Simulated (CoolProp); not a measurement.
Computed with CoolProp (reference Helmholtz-energy equation of state, Schmidt 1985).

**Question.** Give the vapour pressure (MPa), liquid density (kg/m³), enthalpy of vaporisation (kJ/kg), liquid cp (kJ/(kg K)) of saturated oxygen at 125.7, 146.2 K.

**Answer.** 
```
T (K)  p (MPa)  liquid density (kg/m³)  enthalpy of vaporisation (kJ/kg)  liquid cp (kJ/(kg K))
-----  -------  ----------------------  --------------------------------  ---------------------
125.7     1.40                     935                               163                   2.04
146.2     3.62                     739                               101                   3.65
```
